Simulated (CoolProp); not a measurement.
A closed Brayton cycle with carbon dioxide: compressor inlet 314.15 K and 8.7 MPa, high pressure 23.7 MPa, turbine inlet 695 K, compressor efficiency 0.85, turbine efficiency 0.93, recuperator effectiveness 0.95 (on enthalpy, no pinch check). Each further row changes one setting.

The numbers come from the reference Helmholtz-energy equation of state, Span 1996 in CoolProp.

```csv
case,thermal efficiency (%),net work (kJ/kg),compressor to turbine work,compressor exit (K),turbine exit (K)
as stated,32.6,74.1,0.33,374.7,583.0
turbine inlet 645 K,29.8,64.0,0.36,374.7,537.3
compressor inlet 324.15 K,30.5,61.9,0.44,404.0,583.0
high pressure 20.1 MPa,31.7,65.1,0.31,364.5,601.0
recuperator effectiveness 0.5,21.9,74.1,0.33,374.7,583.0
```
